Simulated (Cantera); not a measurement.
Input (Python, Cantera) and output of one run.

```python
import numpy as np
import cantera as ct

gas_names = """
    H HO2 H2 H2O H2O2 O OH O2 O3 V VO VO2
""".split()
cond_names = """
    H2O(s) H2O(L) V(cr) V(L) VO(s) VO(L) V2O3(s) V2O3(L) V2O4(I) V2O4(II) V2O4(L) V2O5(s) V2O5(L)
""".split()


def load(file, names, dense=False):
    # The tables refer to 1 bar. Condensed volumes are neglected.
    table = {s.name: s for s in ct.Species.list_from_file(file)}
    out = []
    for n in names:
        d = dict(table[n].input_data)
        d["thermo"] = dict(d["thermo"], **{"reference-pressure": 1e5})
        if dense:
            d["equation-of-state"] = {"model": "constant-volume", "density": "1e6 g/cm^3"}
        out.append(ct.Species.from_dict(d))
    return out


gas = ct.Solution(thermo="ideal-gas", species=load("nasa_gas.yaml", gas_names))
cond = {s.name: ct.Solution(thermo="fixed-stoichiometry", species=[s], name=s.name)
        for s in load("nasa_condensed.yaml", cond_names, dense=True)}
atoms = {
    'V2O5': {'V': 2, 'O': 5},
    'H2': {'H': 2},
    'H2O': {'H': 2, 'O': 1},
}
top_T = {}  # K; cautious upper limits of use, not melting points


def equilibrate(T, P, feed):
    n = {}
    for name, mol in feed.items():
        for a, k in atoms[name].items():
            n[a] = n.get(a, 0.0) + k * mol
    gas.TPX = T, P, n
    mass = sum(n.values()) * gas.mean_molecular_weight
    gas.equilibrate("TP")
    valid = [c for c in cond.values() if c.min_temp <= T <= top_T.get(c.name, c.max_temp)]
    mix = ct.Mixture([(gas, mass / gas.mean_molecular_weight)] + [(c, 0.0) for c in valid])
    mix.T, mix.P = T, P
    mix.equilibrate("TP", solver="vcs", rtol=1e-11, max_steps=5000)
    return mix


results = []
feed = {'V2O5': 1, 'H2': 430, 'H2O': 1.3}  # mol
T = 2123.15  # K
P = 10000  # Pa
mix = equilibrate(T, P, feed)
results.append((T, P, feed, dict(zip(mix.species_names, mix.species_moles))))
print(gas.report(threshold=0.001))
for i in range(1, mix.n_phases):
    print(f"{mix.phase(i).name:16s} {mix.phase_moles(i):12.5e} mol")
```

Output:

```
       temperature   2123.2 K
          pressure   10000 Pa
           density   0.0012358 kg/m^3
  mean mol. weight   2.1815 kg/kmol
   phase of matter   gas

                          1 kg             1 kmol
                     ---------------   ---------------
          enthalpy        2.6268e+07        5.7303e+07  J
   internal energy        1.8176e+07         3.965e+07  J
           entropy             96748        2.1106e+05  J/K
    Gibbs function       -1.7914e+08       -3.9081e+08  J
 heat capacity c_p             15871             34624  J/K
 heat capacity c_v             12060             26309  J/K

                      mass frac. Y      mole frac. X     chem. pot. / RT
                     ---------------   ---------------   ---------------
                 H         0.0051908          0.011234           -10.998
                H2           0.90447           0.97873           -21.997
               H2O          0.080396         0.0097355            -48.37
     [   +9 minor]           0.00994        0.00029571

V(cr)             0.00000e+00 mol
VO(L)             1.87775e+00 mol
V2O3(s)           0.00000e+00 mol
V2O4(L)           0.00000e+00 mol
V2O5(L)           0.00000e+00 mol
```

Equilibrium computed with Cantera from the NASA thermochemical tables; the gas is ideal and each condensed phase is pure. VO: taken at fixed stoichiometry.
